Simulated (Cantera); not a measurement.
Cantera with NASA thermochemical tables; ideal gases at 1 bar, condensed phases pure. Values are per mole of reaction as written; species without (g) are pure solids or liquids, kept so even where they would boil at 1 bar. TaC: taken at fixed stoichiometry.

Ta + CO(g) ⇌ TaC + O(g)

```tsv
T (K)	ΔH° (kJ)	ΔS° (J/K)	ΔG° (kJ)	log10 K
300	215.6	-35.7	226.3	-39.40
2025	?	?	?	?
2075	235.0	-16.2	268.6	-6.76
2125	235.6	-15.9	269.4	-6.62
2175	236.2	-15.6	270.2	-6.49
2225	236.9	-15.3	271.0	-6.36
2275	237.5	-15.0	271.7	-6.24
2325	?	?	?	?
```

Problem. Complete the blanks.

Solution. 
- 2025, ΔH° (kJ): 234.3
- 2025, ΔS° (J/K): -16.5
- 2025, ΔG° (kJ): 267.8
- 2025, log10 K: -6.91
- 2325, ΔH° (kJ): 238.2
- 2325, ΔS° (J/K): -14.8
- 2325, ΔG° (kJ): 272.5
- 2325, log10 K: -6.12
